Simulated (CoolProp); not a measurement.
Model: reference Helmholtz-energy equation of state, Lemmon 2006, in CoolProp. It is a short technical equation, of lower accuracy than the large ones.

### Question
Give the vapour pressure (bar), liquid density (kg/m³), enthalpy of vaporisation (kJ/kg), liquid cp (kJ/(kg K)) of saturated carbonyl sulfide at -60.25, -46.05, -24.75 °C.

### Answer
```
T (°C)  p (bar)  liquid density (kg/m³)  enthalpy of vaporisation (kJ/kg)  liquid cp (kJ/(kg K))
------  -------  ----------------------  --------------------------------  ---------------------
-60.25    0.619                    1200                               316                   1.17
-46.05     1.22                    1170                               306                   1.19
-24.75     2.88                    1120                               291                   1.22
```
